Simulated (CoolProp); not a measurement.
Model: reference Helmholtz-energy equation of state, Zhou 2011, in CoolProp.

Problem. Give the vapour pressure (MPa), vapour density (kg/m³), enthalpy of vaporisation (kJ/kg) of saturated dimethyl carbonate at 30.25, 40.65, 53.75 °C.

Solution. 
```csv
T (°C),p (MPa),vapour density (kg/m³),enthalpy of vaporisation (kJ/kg)
30.25,0.00946,0.339,416
40.65,0.0155,0.537,409
53.75,0.0272,0.911,400
```
